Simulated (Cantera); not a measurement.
Ammonia decomposition in nitride growth gas

An isothermal, constant-pressure homogeneous reactor starts with NH3 : H2 : N2 = 1 : 3.6 : 0.0063 (molar parts), at 1850 K and 1700 Pa.

Cantera simulation using the gas-phase N/H chemistry of the illustrative SiF4/NH3 mechanism in the Surface Chemkin manual (1991); the numbers are that mechanism's predictions, not measurements. Walls and surfaces, which speed up NH3 decomposition in real reactors, are not modelled.

| t (s) | x NH3 | x H2 | x N2 | x N | x N2H2 | x H |
|---|---|---|---|---|---|---|
| 5.00e-5 | 0.217 | 0.782 | 0.00137 | <1e-12 | <1e-12 | 3.81e-7 |
| 0.000126 | 0.217 | 0.782 | 0.00137 | <1e-12 | <1e-12 | 9.66e-7 |
| 0.000316 | 0.217 | 0.782 | 0.00137 | <1e-12 | 1.01e-11 | 2.44e-6 |
| 0.000793 | 0.217 | 0.782 | 0.00137 | 1.92e-12 | 8.64e-11 | 6.13e-6 |
| 0.00199 | 0.217 | 0.782 | 0.00137 | 3.28e-11 | 6.46e-10 | 1.54e-5 |
| 0.00501 | 0.217 | 0.782 | 0.00137 | 5.30e-10 | 4.71e-9 | 3.86e-5 |
| 0.0126 | 0.217 | 0.781 | 0.00137 | 8.27e-9 | 3.67e-8 | 9.66e-5 |
| 0.0316 | 0.217 | 0.781 | 0.00141 | 1.08e-7 | 2.86e-7 | 0.000229 |
| 0.0795 | 0.216 | 0.782 | 0.00185 | 3.89e-7 | 8.37e-7 | 0.000355 |
| 0.200 | 0.212 | 0.784 | 0.00342 | 4.13e-7 | 8.61e-7 | 0.000366 |
| 0.502 | 0.202 | 0.790 | 0.00722 | 4.13e-7 | 8.12e-7 | 0.000374 |
| 1.26 | 0.181 | 0.802 | 0.0159 | 4.12e-7 | 7.04e-7 | 0.000392 |
| 3.17 | 0.140 | 0.827 | 0.0330 | 4.08e-7 | 5.02e-7 | 0.000438 |
| 7.96 | 0.0772 | 0.864 | 0.0586 | 3.95e-7 | 2.37e-7 | 0.000548 |
| 20.0 | 0.0216 | 0.896 | 0.0814 | 3.74e-7 | 5.10e-8 | 0.000848 |
x: mole fraction; the columns are a selection and need not sum to one.

Equilibrium at this temperature and pressure: NH3 1.15e-7, H2 0.906, N2 0.0901, N 1.99e-10, N2H2 <1e-12, H 0.00396 (gas phase only).
